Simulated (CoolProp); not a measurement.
Vapour-liquid equilibrium of CHF3 (R23) (1) + R125 (2) at 14.3 bar; x and y are mole fractions of (1).

Values from CoolProp's multi-fluid Helmholtz-energy mixture model, Penoncello 2003 and Lemmon 2005; pair parameters Bell 2016.

```tsv
x	bubble temperature, mixture model (K)	bubble temperature, Raoult's law (K)	y, mixture model	y, Raoult's law
0.05	296.4	295.2	0.103	0.153
0.125	291.7	289.5	0.244	0.333
0.2	287.2	284.6	0.370	0.470
0.275	282.9	280.2	0.479	0.578
0.35	278.9	276.3	0.574	0.664
0.425	275.1	272.8	0.655	0.734
0.5	271.7	269.6	0.724	0.791
0.575	268.4	266.7	0.783	0.838
0.65	265.4	264.0	0.834	0.878
0.725	262.7	261.5	0.878	0.912
0.8	260.1	259.3	0.917	0.941
0.875	257.7	257.2	0.951	0.966
0.95	255.4	255.2	0.981	0.987
```

The largest gap from Raoult's law is +2.7 K in bubble temperature, at x = 0.275. No azeotrope shows between x = 0.05 and 0.95.

Pair parameters are fitted to limited data, so mixtures are less certain than the pure fluids.
